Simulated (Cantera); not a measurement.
What does this Cantera script print?

```python
import numpy as np
import cantera as ct

gas = ct.Solution("gri30.yaml")
gas.TPX = 350, 230000, {'CO': 1, 'H2': 0.097, 'O2': 0.653, 'N2': 2.35, 'CO2': 0.018}
inlet = ct.Reservoir(gas, clone=True)
gas.equilibrate("HP")  # start burning
reactor = ct.IdealGasConstPressureReactor(gas, energy="on", clone=False)
exhaust = ct.Reservoir(gas, clone=True)
tau = [0.025, 0.012, 0.0063, 0.0031, 0.0016, 0.00079, 0.00039, 0.0002, 9.9e-05, 4.9e-05, 2.5e-05][0]
for a, b in ((inlet, reactor), (reactor, exhaust)):
    ct.MassFlowController(a, b, mdot=lambda t: reactor.mass / tau)
net = ct.ReactorNet([reactor])
show = ['CO', 'H2', 'O2', 'CO2', 'HO2', 'H2O', 'NO']

rows = []
print(f"{'tau/s':>10s}{'T/K':>9s}" + "".join(f"{s:>11s}" for s in show))
for tau in [0.025, 0.012, 0.0063, 0.0031, 0.0016, 0.00079, 0.00039, 0.0002, 9.9e-05, 4.9e-05, 2.5e-05]:
    net.initial_time = 0.0
    net.advance(30 * tau)
    before = gas.X
    net.advance(40 * tau)
    drift = np.max(np.abs(gas.X - before) / (gas.X + 1e-9))
    rows.append([gas.T, *gas[show].X, drift])
    print(f"{tau:10.3e}{gas.T:9.1f}" + "".join(f"{x:11.3e}" for x in gas[show].X))
```

Output:

```
     tau/s      T/K         CO         H2         O2        CO2        HO2        H2O         NO
 2.500e-02   2309.4  2.175e-02  3.653e-04  3.727e-02  2.599e-01  1.706e-06  2.496e-02  2.854e-03
 1.200e-02   2273.2  2.680e-02  4.585e-04  3.998e-02  2.540e-01  2.020e-06  2.456e-02  1.844e-03
 6.300e-03   2226.4  3.299e-02  5.795e-04  4.302e-02  2.467e-01  2.629e-06  2.406e-02  1.129e-03
 3.100e-03   2160.0  4.134e-02  7.538e-04  4.686e-02  2.369e-01  3.935e-06  2.336e-02  5.923e-04
 1.600e-03   2085.7  5.013e-02  9.498e-04  5.071e-02  2.265e-01  6.048e-06  2.259e-02  3.110e-04
 7.900e-04   1994.0  6.035e-02  1.187e-03  5.505e-02  2.143e-01  9.607e-06  2.163e-02  1.684e-04
 3.900e-04   1887.9  7.156e-02  1.437e-03  5.979e-02  2.009e-01  1.491e-05  2.054e-02  1.079e-04
 2.000e-04   1768.4  8.426e-02  1.658e-03  6.541e-02  1.857e-01  2.223e-05  1.951e-02  7.624e-05
 9.900e-05   1589.7  1.070e-01  1.863e-03  7.678e-02  1.595e-01  3.678e-05  1.904e-02  3.879e-05
 4.900e-05    350.0  2.428e-01  2.356e-02  1.586e-01  4.371e-03 -5.080e-18 -4.964e-16 -9.737e-20
 2.500e-05    350.0  2.428e-01  2.356e-02  1.586e-01  4.371e-03 -9.417e-21 -9.202e-19 -1.805e-22
```

Model: GRI-Mech 3.0 (53 species, 325 reactions), integrated in Cantera. The hydrogen kinetics of GRI-Mech 3.0 are dated; newer H2 mechanisms differ, most at raised pressure.
